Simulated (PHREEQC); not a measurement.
A solution holds 0.004 mol/kgw FeCl3, 0.0021 mol/kgw CaCl2, 0.0001 mol/kgw HCl and 0.15 mol/kgw Na2SO4, at 25 °C. Closed to the air; pH follows from the charge balance.

Computed with PHREEQC (ion-association model, wateq4f.dat).

Each row changes one thing in this solution. Precipitation was switched off in this run.

```csv
case,pH,ionic strength (mol/kgw),Na+ (mol/kgw),SO4-2 (mol/kgw),NaSO4- (mol/kgw),CaSO4 (mol/kgw),SI of Gypsum (CaSO4:2H2O),SI of Mirabilite (Na2SO4:10H2O)
as made,3.58,0.384,0.266,0.110,0.0339,0.00117,-0.62,-1.96
FeCl3 left out,4.70,0.382,0.265,0.114,0.0350,0.00119,-0.61,-1.95
CaCl2 from 0.0021 to 0.00189 mol/kgw,3.58,0.384,0.266,0.110,0.0339,0.00105,-0.67,-1.96
diluted 10-fold with water,3.73,0.0440,0.0290,0.0137,0.000946,8.12e-5,-1.81,-4.31
FeCl3 replaced by MgCl2 at the same molality,4.69,0.385,0.266,0.112,0.0344,0.00118,-0.62,-1.95
temperature from 25 to 30 °C,3.56,0.384,0.266,0.110,0.0343,0.00118,-0.63,-2.20
diluted 2-fold with water,3.62,0.203,0.138,0.0601,0.0120,0.000541,-0.97,-2.64
CaCl2 from 0.0021 to 0.00021 mol/kgw,3.58,0.382,0.266,0.111,0.0341,0.000117,-1.62,-1.96
```

Some of these states are supersaturated (in Jarosite-Na, Fe(OH)3(a), for instance).
